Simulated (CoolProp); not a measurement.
A simple Rankine cycle with n-butane: condensing at 321.15 K, boiler at 2.62 MPa, turbine inlet 552.8 K, turbine efficiency 0.7, pump efficiency 0.7, no recuperator. Each further row changes one setting.

Values from CoolProp's reference Helmholtz-energy equation of state, Bücker 2006.

```tsv
case	thermal efficiency (%)	net work (kJ/kg)	heat in (kJ/kg)	turbine exit temperature (K)	volume ratio over the turbine
as stated	9.4	79.9	851	___	___
turbine inlet 572.8 K	___	83.8	___	532.4	5.53
condensing temperature 313.15 K	10.4	90.2	871	507.6	6.89
boiler pressure 1.83 MPa	7.6	___	862	521.7	3.85
turbine efficiency 0.6	___	67.6	851	516.7	___
```

Q: Some entries are withheld; supply them.

A: 
- as stated, turbine exit temperature (K): 512.0
- as stated, volume ratio over the turbine: 5.57
- turbine inlet 572.8 K, thermal efficiency (%): 9.2
- turbine inlet 572.8 K, heat in (kJ/kg): 909
- boiler pressure 1.83 MPa, net work (kJ/kg): 65.8
- turbine efficiency 0.6, thermal efficiency (%): 8.0
- turbine efficiency 0.6, volume ratio over the turbine: 5.62
